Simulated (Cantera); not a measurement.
Equilibrium for silicon epitaxy and polysilicon growth: Si2Cl6 + HCl + N2

Charge: 1 mol Si2Cl6, 1.7 mol HCl, 160 mol N2, at 1.00 bar.

Method: chemical equilibrium by Gibbs-energy minimisation in Cantera with the NASA 1993 tables (ideal gas, pure condensed phases). Candidate condensed phases: NH4Cl, Si, Si3N4; 28 gas species. The feed counts by its element totals alone. N2 is the only nitrogen source here; it is nearly inert below about 1500 K, so the nitride shown seldom forms there in practice. The tables' values for SiCl3 are old estimates; treat these amounts as uncertain. Rates play no part.

From 1052 °C to 1302 °C the condensed part is Si3N4(s). The main Si-bearing gas is SiCl4 throughout. The share of Si in condensed phases is highest at 1052 °C (22.5 %) and lowest at 1302 °C (5.1 %).

```json
[
 {"T (°C)": "1052", "log p N2": "-0.01", "log p HCl": "-2.01", "log p SiCl4": "-2.04", "log p SiCl2": "-4.13", "n Si3N4(s)": "0.150"},
 {"T (°C)": "1077", "log p N2": "-0.01", "log p HCl": "-2.01", "log p SiCl4": "-2.05", "log p SiCl2": "-3.93", "n Si3N4(s)": "0.148"},
 {"T (°C)": "1102", "log p N2": "-0.01", "log p HCl": "-2.01", "log p SiCl4": "-2.05", "log p SiCl2": "-3.74", "n Si3N4(s)": "0.144"},
 {"T (°C)": "1127", "log p N2": "-0.01", "log p HCl": "-2.01", "log p SiCl4": "-2.06", "log p SiCl2": "-3.55", "n Si3N4(s)": "0.139"},
 {"T (°C)": "1152", "log p N2": "-0.01", "log p HCl": "-2.01", "log p SiCl4": "-2.07", "log p SiCl2": "-3.38", "n Si3N4(s)": "0.133"},
 {"T (°C)": "1177", "log p N2": "-0.01", "log p HCl": "-2.01", "log p SiCl4": "-2.09", "log p SiCl2": "-3.21", "n Si3N4(s)": "0.125"},
 {"T (°C)": "1202", "log p N2": "-0.01", "log p HCl": "-2.01", "log p SiCl4": "-2.11", "log p SiCl2": "-3.05", "n Si3N4(s)": "0.114"},
 {"T (°C)": "1227", "log p N2": "-0.01", "log p HCl": "-2.01", "log p SiCl4": "-2.13", "log p SiCl2": "-2.90", "n Si3N4(s)": "0.0995"},
 {"T (°C)": "1252", "log p N2": "-0.01", "log p HCl": "-2.01", "log p SiCl4": "-2.16", "log p SiCl2": "-2.75", "n Si3N4(s)": "0.0818"},
 {"T (°C)": "1277", "log p N2": "-0.01", "log p HCl": "-2.01", "log p SiCl4": "-2.20", "log p SiCl2": "-2.62", "n Si3N4(s)": "0.0601"},
 {"T (°C)": "1302", "log p N2": "-0.01", "log p HCl": "-2.01", "log p SiCl4": "-2.24", "log p SiCl2": "-2.50", "n Si3N4(s)": "0.0340"}
]
```
log p: log10 of the partial pressure in bar; n: condensed amount in mol.
